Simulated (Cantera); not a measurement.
A freely propagating, adiabatic, planar premixed flame of C3H8 : O2 : N2 = 1 : 6.85 : 25.8 (molar parts), equivalence ratio 0.73, unburnt at 300 K and 280000 Pa; mixture-averaged transport, grid criteria slope 0.08 and curve 0.16, no radiation.

Cantera simulation using GRI-Mech 3.0 (53 species, 325 reactions); the numbers are that mechanism's predictions, not measurements. GRI-Mech 3.0 was tuned for natural gas; its chemistry of propane as a main component is partial and can be far from experiment. Burning velocities carry a grid error of a few per cent, more on coarse grids.

Question: How do the results move with these cheaper or finer settings: unity-Lewis-number transport; multicomponent transport; multicomponent+Soret transport; grid criteria slope 0.5, curve 1; grid criteria slope 0.25, curve 0.5; grid criteria slope 0.03, curve 0.06?

Answer: 
```csv
setting,laminar burning velocity,thermal thickness,peak x(OH),peak x(HCN),grid points
as above,21.6 cm/s,0.214 mm,0.00392,1.75e-7,144
unity-Lewis-number transport,19.6 cm/s,0.218 mm,0.00410,2.32e-7,134
multicomponent transport,21.8 cm/s,0.216 mm,0.00394,1.77e-7,144
multicomponent+Soret transport,21.7 cm/s,0.216 mm,0.00396,1.78e-7,144
"grid criteria slope 0.5, curve 1",24.3 cm/s,0.222 mm,0.00416,2.08e-7,35
"grid criteria slope 0.25, curve 0.5",22.7 cm/s,0.218 mm,0.00401,1.84e-7,57
"grid criteria slope 0.03, curve 0.06",21.1 cm/s,0.214 mm,0.00387,1.69e-7,341
```
The base run took around 23 core-seconds (rough).
Unity Lewis numbers drop preferential diffusion, which matters most where H2 and H carry the flame; Soret adds thermal diffusion.
